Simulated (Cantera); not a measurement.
An isothermal, constant-pressure homogeneous reactor starts with H2 : O2 = 0.056 : 1 (molar parts), equivalence ratio 0.028, at 925 K and 0.0365 atm.

Detailed kinetics in Cantera: the H2/O2 subset of GRI-Mech 3.0, which has no nitrogen chemistry. Radical loss at walls, strong at low pressure, is not modelled. Below about 950 K walls govern HO2 and H2O2 in real vessels. The temperature is held fixed by assumption; the heat of reaction is taken as removed at once.

x: mole fraction; the columns are a selection and need not sum to one.

```tsv
t (s)	x H2	x O2	x H	x H2O2	x HO2	x OH	x O
8.00e-6	0.0530	0.947	1.12e-12	<1e-12	1.18e-12	<1e-12	<1e-12
2.48e-5	0.0530	0.947	3.23e-12	<1e-12	3.69e-12	<1e-12	<1e-12
7.72e-5	0.0530	0.947	9.07e-12	<1e-12	1.17e-11	2.61e-12	3.90e-12
0.000240	0.0530	0.947	3.43e-11	<1e-12	3.88e-11	1.54e-11	3.34e-11
0.000744	0.0530	0.947	5.85e-10	<1e-12	2.14e-10	3.03e-10	7.76e-10
0.00231	0.0530	0.947	2.31e-6	5.46e-11	4.32e-7	___	3.12e-6
0.00718	0.00260	0.942	0.00112	8.43e-7	2.24e-5	___	0.00263
0.0223	0.000305	0.945	1.26e-5	2.96e-7	5.71e-6	___	0.000221
0.0692	6.56e-5	0.945	7.13e-7	1.39e-7	1.66e-6	___	3.55e-5
0.215	1.17e-5	0.946	4.91e-8	6.15e-8	4.10e-7	___	5.85e-6
0.668	1.36e-6	0.946	3.05e-9	2.37e-8	7.59e-8	___	9.03e-7
2.07	9.13e-8	0.946	2.05e-10	7.96e-9	1.33e-8	___	1.54e-7
6.44	3.42e-9	0.946	1.98e-11	2.58e-9	2.92e-9	___	3.33e-8
20.0	3.29e-10	0.946	2.68e-12	8.76e-10	8.11e-10	___	8.83e-9
```

What belongs in the gaps?


- 0.00231, x OH: 1.21e-6
- 0.00718, x OH: 0.000853
- 0.0223, x OH: 0.000111
- 0.0692, x OH: 3.80e-5
- 0.215, x OH: 1.58e-5
- 0.668, x OH: 6.59e-6
- 2.07, x OH: 2.79e-6
- 6.44, x OH: 1.30e-6
- 20.0, x OH: 6.64e-7
